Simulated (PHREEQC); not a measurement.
K2CO3 is added in steps, without added water, to 1 kg of water holding 0.054 mol CaCl2, 0.00032 mol Na2CO3 and 0.003 mol KCl, at 25 °C. The system is closed to CO2. Only these solids could form: Calcite, Gaylussite, Halite, Kalicinite, Nahcolite, Natron, Pirssonite, Portlandite, Sylvite, Trona.

Base run: PHREEQC, Pitzer model, pitzer.dat. Each further column changes one thing. The table gives pH.

```csv
K2CO3 added (mol),base,diluted 10-fold with water,temperature from 25 to 50 °C,0.0026 mol/kgw H2SO4 added
0,8.72,9.15,8.17,2.46
0.01275,8.79,…,8.24,6.42
0.02975,8.93,11.15,8.37,6.56
0.0425,9.11,11.22,8.56,6.74
0.05525,10.47,11.27,9.96,…
0.07225,11.02,11.31,10.55,10.31
0.085,11.13,11.34,10.66,…
0.09775,11.20,11.36,10.73,10.71
0.1148,11.26,11.39,10.79,…
0.1275,11.29,11.41,10.83,…
0.1403,11.32,11.43,10.86,…
0.1573,11.36,11.45,10.89,11.01
0.17,11.38,11.46,10.91,11.05
```

Question: Complete the blanks.

Answer: 
- 0.01275, diluted 10-fold with water: 10.93
- 0.05525, 0.0026 mol/kgw H2SO4 added: 7.29
- 0.085, 0.0026 mol/kgw H2SO4 added: 10.57
- 0.1148, 0.0026 mol/kgw H2SO4 added: 10.84
- 0.1275, 0.0026 mol/kgw H2SO4 added: 10.90
- 0.1403, 0.0026 mol/kgw H2SO4 added: 10.96

 At this temperature some constants are extrapolated from 25 °C, and those without enthalpy data are left unchanged. Solids allowed in the column '0.0026 mol/kgw H2SO4 added': Arcanite, Calcite, Burkeite, Gaylussite, Glaserite, Glauberite, Gypsum, Anhydrite, Halite, Kalicinite, Mirabilite, Misenite, Nahcolite, Natron, Pirssonite, Portlandite, Sylvite, Syngenite, Thenardite, Trona.
